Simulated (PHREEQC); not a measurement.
Solution (25 °C): 0.03 mol/kgw NaHCO3 and 0.0042 mol/kgw Na2B4O7. Closed to the air; pH follows from the charge balance.

Computed with PHREEQC (ion-association model, wateq4f.dat).

```
quantity                  before   after
------------------------  ------  ------
pH                          8.91    8.15
ionic strength (mol/kgw)  0.0391  0.0299
```

Task: What was changed between the two runs?
A) NaHCO3 from 0.03 to 0.3 mol/kgw
B) 0.0056 mol/kgw H3BO3 added
C) NaHCO3 left out
D) temperature from 25 to 75 °C
E) Na2B4O7 left out

Result: E, Na2B4O7 left out

Precipitation was switched off in this run.
